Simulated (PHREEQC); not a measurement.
PHREEQC input (Pitzer model, pitzer.dat):

```
SOLUTION 1
  temp 20
  units mol/kgw
  pH 7 charge
  B 0.0156
  Na 1.1858
  S(6) 0.48
  C(4) 0.097
  Cl 0.024
END
USE solution 1
INCREMENTAL_REACTIONS false
REACTION 1
  H2O -1
  0 9.886 18.011 24.689 30.178 34.689 38.397 41.444
  43.949 46.007 47.699 49.089 50.232 moles
EQUILIBRIUM_PHASES 1
  Burkeite 0 0
  Halite 0 0
  Mirabilite 0 0
  Nahcolite 0 0
  Natron 0 0
  Thenardite 0 0
  Trona 0 0
  Borax 0 0
  Boric_acid,s 0 0
  NaBO2:4H2O 0 0
  NaB5O8:5H2O 0 0
  Teepleite 0 0
  CO2(g) -3.4 10
SELECTED_OUTPUT 1
  -reset false
  -pH true
  -pe true
  -ionic_strength true
  -water true
  -activities H2O
  -totals B C Cl Na S
  -molalities H+ Na+ Cl- CO3-2 SO4-2 B(OH)3 OH- HCO3- CO2 HSO4-
    B(OH)4- B3O3(OH)4- B4O5(OH)4-2
  -equilibrium_phases Burkeite Halite Mirabilite Nahcolite Natron Thenardite Trona Borax Boric_acid,s NaBO2:4H2O
    NaB5O8:5H2O Teepleite
PRINT
  -reset false
END
```

Selected output (columns that matter, 13 of 13 rows; water left (kg) added in front):

```
water left (kg)	pH	mu	B	C	Cl	Na	S	m_H+	m_Na+	m_Cl-	la_H2O	Mirabilite	Trona	Borax
0.999543	9.6433	1.7301	0.015607	0.12518	0.024011	1.1863	0.48022	5.1048e-10	1.1863	0.024011	-0.0098773	0	0	0
0.821479	9.6628	2.108	0.01899	0.14926	0.029216	1.4435	0.58431	4.9854e-10	1.4435	0.029216	-0.011757	0	0	0
0.675138	9.6797	2.5681	0.023106	0.1782	0.035548	1.7564	0.71097	4.8437e-10	1.7564	0.035548	-0.014008	0	0	0
0.554863	9.6942	3.1283	0.028115	0.21307	0.043254	2.1371	0.86508	4.6595e-10	2.1371	0.043254	-0.016728	0	0	0
0.456004	9.7063	3.8103	0.03421	0.25521	0.052631	2.6004	1.0526	4.4096e-10	2.6004	0.052631	-0.020061	0	0	0
0.374762	9.7158	4.6403	0.041626	0.30626	0.064041	3.1641	1.2808	4.0699e-10	3.1641	0.064041	-0.024217	0	0	0
0.288091	9.7679	4.8931	0.05415	0.39043	0.083307	3.3489	1.2826	3.5507e-10	3.3489	0.083307	-0.025892	0.1105	0	0
0.215417	9.825	5.1764	0.072418	0.51166	0.11141	3.5604	1.2561	3.0621e-10	3.5604	0.11141	-0.027936	0.20942	0	0
0.155896	9.8834	5.6248	0.10007	0.69338	0.15395	3.8918	1.2217	2.6015e-10	3.8918	0.15395	-0.031169	0.28954	0	0
0.107342	9.9421	6.4015	0.14533	0.98918	0.22358	4.4599	1.1782	2.1433e-10	4.4599	0.22358	-0.036861	0.35353	0	0
0.0680166	9.9969	7.9565	0.22936	1.5401	0.35285	5.5825	1.1314	1.6269e-10	5.5825	0.35285	-0.048948	0.40305	0	0
0.0362863	10.011	10.814	0.42991	2.4116	0.66141	7.65	1.1463	1.0201e-10	7.65	0.66141	-0.076388	0.43841	0.010466	0
0.00728687	9.817	9.8806	0.40222	1.1182	3.2936	7.8405	1.1016	4.8342e-11	7.8405	3.2936	-0.11624	0.47197	0.059463	0.0031673
```

Complexes and solids missing from the database can't appear.
